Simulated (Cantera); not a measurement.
Input: 1 mol V, 0.033 mol H2O, 45 mol H2, held at 0.170 bar.

These are equilibrium values from Cantera (NASA tables, ideal gas, pure condensed phases), not measurements of a reactor. Candidate condensed phases: H2O, V, VO, V2O3, V2O4, V2O5; 12 gas species. Mutual solubility and eutectic melting of coexisting phases are not modelled. VO: taken at fixed stoichiometry. Condensed phases not in the tables: N, O or C dissolved in the metal. Equilibrium is a limit: real reactors are often held back by kinetics, nucleation or transport.

**Question.** At 1473 K, list the 3 most abundant gas species with their mole fractions, and the condensed phases.

**Answer.** H2 1.000, H 3.07e-5, H2O 1.00e-5. Condensed: V(s) + VO(s).
